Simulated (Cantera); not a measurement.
An isothermal, constant-pressure homogeneous reactor starts with H₂ : O₂ = 0.0075 : 1 (molar parts), equivalence ratio 0.0037, at 998 K and 4.35 Torr.

Computed with Cantera and the H2/O2 subset of GRI-Mech 3.0, which has no nitrogen chemistry. Radical loss at walls, strong at low pressure, is not modelled.

x: mole fraction; the columns are a selection and need not sum to one.

| t (s) | x H₂ | x O₂ | x H₂O₂ | x H | x H₂O | x O |
|---|---|---|---|---|---|---|
| 7.00e-6 | 0.00744 | 0.993 | <1e-12 | <1e-12 | <1e-12 | <1e-12 |
| 2.88e-5 | 0.00744 | 0.993 | <1e-12 | <1e-12 | <1e-12 | <1e-12 |
| 0.000118 | 0.00744 | 0.993 | <1e-12 | 2.91e-12 | <1e-12 | <1e-12 |
| 0.000487 | 0.00744 | 0.993 | <1e-12 | 7.77e-12 | <1e-12 | 7.42e-12 |
| 0.00201 | 0.00744 | 0.993 | <1e-12 | 1.89e-11 | 2.90e-11 | 6.88e-11 |
| 0.00825 | 0.00744 | 0.993 | <1e-12 | 1.75e-10 | 1.21e-9 | 1.27e-9 |
| 0.0339 | 0.00744 | 0.993 | 5.23e-12 | … | 5.71e-6 | 5.03e-6 |
| 0.140 | 2.97e-5 | 0.987 | 6.61e-9 | … | 0.00712 | 0.00480 |
| 0.574 | 1.07e-5 | 0.990 | 5.90e-9 | … | 0.00733 | 0.00206 |
| 2.36 | 1.70e-6 | 0.992 | 5.13e-9 | … | 0.00743 | 0.000339 |
| 9.72 | 1.41e-7 | 0.992 | 2.92e-9 | … | 0.00746 | 2.96e-5 |
| 40.0 | 1.16e-8 | 0.993 | 8.56e-10 | … | 0.00747 | 2.56e-6 |

**Question.** Some entries are withheld; supply them.

**Answer.** 
- 0.0339, x H: 6.47e-7
- 0.140, x H: 0.000331
- 0.574, x H: 8.78e-5
- 2.36, x H: 5.80e-6
- 9.72, x H: 1.51e-7
- 40.0, x H: 3.84e-9
